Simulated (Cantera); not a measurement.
An isothermal, constant-pressure homogeneous reactor starts with NH3 : N2 = 1 : 0.32 (molar parts), at 2200 K and 0.0263 atm.

Detailed kinetics in Cantera: the gas-phase N/H chemistry of the illustrative SiF4/NH3 mechanism in the Surface Chemkin manual (1991). Walls and surfaces, which speed up NH3 decomposition in real reactors, are not modelled.

x: mole fraction; the columns are a selection and need not sum to one.

```csv
t (s),x NH3,x NH2,x N,x NH,x N2,x H,x N2H4
6.00e-6,0.758,1.63e-5,<1e-12,4.53e-10,0.242,2.27e-6,<1e-12
2.35e-5,0.757,7.03e-5,2.54e-12,1.05e-8,0.242,2.32e-6,1.29e-11
9.21e-5,0.757,___,2.25e-10,___,0.242,2.34e-6,2.21e-10
0.000361,0.756,0.00109,1.20e-8,5.05e-6,0.242,2.90e-6,3.34e-9
0.00141,0.750,0.00318,1.36e-7,2.86e-5,0.242,1.16e-5,2.88e-8
0.00553,0.721,0.00343,7.36e-7,4.31e-5,0.247,5.09e-5,3.34e-8
0.0217,0.620,0.00275,2.38e-6,5.47e-5,0.262,0.000171,2.14e-8
0.0849,0.365,0.00176,4.22e-6,5.56e-5,0.299,0.000524,8.76e-9
0.333,___,___,___,___,0.342,___,9.22e-10
1.30,8.64e-5,5.28e-6,3.04e-6,2.60e-6,0.351,0.0126,<1e-12
5.11,2.82e-7,3.83e-8,1.09e-7,4.20e-8,0.349,0.0274,<1e-12
20.0,1.17e-7,1.59e-8,4.54e-8,1.74e-8,0.349,0.0274,<1e-12
```

Fill in the missing entries.


- 9.21e-5, x NH2: 0.000281
- 9.21e-5, x NH: 2.54e-7
- 0.333, x NH3: 0.0738
- 0.333, x NH2: 0.000570
- 0.333, x N: 4.83e-6
- 0.333, x NH: 3.39e-5
- 0.333, x H: 0.00146
